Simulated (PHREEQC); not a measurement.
Make-up at 25 °C: 0.0085 mol/kgw H2SO4 and 0.016 mol/kgw Al2(SO4)3. Closed to the air; pH follows from the charge balance.

All values are PHREEQC results (ion-association model, wateq4f.dat), not measurements.

Each row changes one thing in this solution. No solid was allowed to form.

```
case                                                 pH  ionic strength (mol/kgw)  SO4-2 (mol/kgw)  HSO4- (mol/kgw)
-------------------------------------------------  ----  ------------------------  ---------------  ---------------
as made                                            2.08                    0.0746           0.0167          0.00699
Al2(SO4)3 replaced by Li2SO4 at the same molality  2.08                    0.0571           0.0163          0.00720
Al2(SO4)3 from 0.016 to 0.16 mol/kgw               2.35                       [?]           0.0786           0.0110
diluted 2-fold with water                          2.31                    0.0422              [?]          0.00280
Al2(SO4)3 from 0.016 to 0.032 mol/kgw               [?]                     0.122              [?]          0.00830
```

Question: What belongs in the gaps?

Answer: 
- Al2(SO4)3 from 0.016 to 0.16 mol/kgw, ionic strength (mol/kgw): 0.426
- diluted 2-fold with water, SO4-2 (mol/kgw): 0.0101
- Al2(SO4)3 from 0.016 to 0.032 mol/kgw, pH: 2.15
- Al2(SO4)3 from 0.016 to 0.032 mol/kgw, SO4-2 (mol/kgw): 0.0264
